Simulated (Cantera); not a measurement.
Charge: 1 mol Si3N4, 0.012 mol O2, 1.6 mol H2, equilibrated at 440000 Pa.

These are equilibrium values from Cantera (NASA tables, ideal gas, pure condensed phases), not measurements of a reactor. Candidate condensed phases: H2O, Si, SiO2, Si2N2O, Si3N4; 35 gas species. Mutual solubility and eutectic melting of coexisting phases are not modelled. Gases not in the tables: Si2H6 and higher silanes. Rates play no part.

x: gas mole fraction; n: condensed amount in mol.

| T (K) | x H2 | x N2 | x SiO | x H | n Si2N2O(s) | n Si3N4(s) | n Si(l) |
|---|---|---|---|---|---|---|---|
| 1323 | 0.995 | 0.00496 | 5.10e-11 | 7.54e-7 | 0.0240 | 0.984 | 0 |
| 1373 | 0.995 | 0.00496 | ? | ? | 0.0240 | 0.984 | 0 |
| 1423 | 0.995 | 0.00496 | 2.07e-9 | 3.16e-6 | 0.0240 | 0.984 | 0 |
| 1473 | 0.995 | 0.00496 | 1.09e-8 | 6.02e-6 | 0.0240 | 0.984 | 0 |
| 1523 | 0.995 | 0.00497 | 5.12e-8 | 1.10e-5 | 0.0240 | 0.984 | 0 |
| 1573 | 0.995 | 0.00497 | 2.18e-7 | 1.93e-5 | 0.0240 | 0.984 | 0 |
| 1623 | 0.995 | 0.00497 | 8.45e-7 | 3.29e-5 | 0.0240 | 0.984 | 0 |
| 1673 | 0.995 | 0.00497 | 3.01e-6 | 5.42e-5 | 0.0240 | 0.984 | 0 |
| 1723 | 0.995 | 0.00498 | 9.97e-6 | 8.67e-5 | 0.0240 | 0.984 | 0 |
| 1773 | 0.995 | 0.00499 | ? | ? | 0.0239 | 0.984 | 0 |
| 1823 | 0.995 | 0.00502 | 8.88e-5 | 0.000206 | 0.0239 | 0.984 | 0 |
| 1873 | 0.993 | 0.00628 | 0.000225 | 0.000307 | 0.0236 | 0.983 | 0.00290 |
| 1923 | 0.986 | 0.0130 | 0.000456 | 0.000446 | 0.0233 | 0.978 | 0.0193 |

Some entries are withheld; supply them.


- 1773, x SiO: 3.07e-5
- 1773, x H: 0.000135
- 1373, x SiO: 3.48e-10
- 1373, x H: 1.58e-6
